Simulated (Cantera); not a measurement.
An adiabatic, constant-volume homogeneous reactor starts with CH₄ : C₂H₆ : C₃H₈ : O₂ : N₂ = 1 : 0.075 : 0.34 : 4.26 : 21.7 (molar parts), equivalence ratio 0.93, at 1375 K and 2200000 Pa. Integrator tolerance rtol = 1e-08.

Model: GRI-Mech 3.0 (53 species, 325 reactions), integrated in Cantera. GRI-Mech 3.0 was tuned for natural gas; its chemistry of propane as a main component is partial and can be far from experiment. The pressure lies above the range GRI-Mech 3.0 was tuned for (to about 10 atm).

### Question
What does this change do: 1.3 parts H2O added?

### Answer
```tsv
quantity	before	after
time of steepest temperature rise	79.7 µs	80.1 µs
temperature at 0.300 s	2918 K	2850 K
equilibrium temperature	2918 K	2850 K
x(CH₄) at 0.300 s	<1e-12 (gas-phase equilibrium <1e-12)	<1e-12 (gas-phase equilibrium <1e-12)
x(C₂H₆) at 0.300 s	<1e-12 (gas-phase equilibrium <1e-12)	<1e-12 (gas-phase equilibrium <1e-12)
x(C₃H₈) at 0.300 s	<1e-12 (gas-phase equilibrium <1e-12)	<1e-12 (gas-phase equilibrium <1e-12)
x(NO₂) at 0.300 s	1.18e-5 (gas-phase equilibrium 1.18e-5)	1.02e-5 (gas-phase equilibrium 1.02e-5)
x(H) at 0.300 s	0.00124 (gas-phase equilibrium 0.00124)	0.00105 (gas-phase equilibrium 0.00105)
x(CO₂) at 0.300 s	0.0591 (gas-phase equilibrium 0.0591)	0.0593 (gas-phase equilibrium 0.0593)
```
